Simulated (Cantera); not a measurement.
Input: 1 mol CF4, 0.021 mol HCl, 0.44 mol H2, held at 2877 °C and 780 Pa.

Equilibrium computed with Cantera from the NASA thermochemical tables; the gas is ideal and each condensed phase is pure. Candidate condensed phases: C, C6H6, C7H8, C8H18; 118 gas species. The numbers say what is thermodynamically allowed, not how fast it happens.

Base state: F 0.654, HF 0.189, CF 0.0625, C3 0.0425, H 0.0178, C 0.0155, C2 0.00724, CF2 0.00613 (mole fractions); condensed: gas only.

Q: What changes in the equilibrium state with this change: pressure from 780 Pa to 1200 Pa?

A: 
```csv
species,before,after
F,0.654,0.644
HF,0.189,0.198
CF,0.0625,0.0705
CF2,0.00613,0.0105
H,0.0178,0.0123
C,0.0155,0.0116
C3,0.0425,0.0415
H2,4.11e-5,3.03e-5
C5,0.000454,0.000581
```
